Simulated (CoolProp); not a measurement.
Values from CoolProp's reference Helmholtz-energy equation of state, McLinden 2015.

Question: For the fluoroketone C6F12O (FK-5-1-12), give the phase and the Z, cp (kJ/(kg K)), isothermal compressibility (1/MPa), fugacity coefficient at 400.9 K and 0.947 MPa.

Answer: 
- 400.9 K and 0.947 MPa: liquid; Z 0.0743, cp 1.28, isothermal compressibility 0.0282, fugacity coefficient 0.697
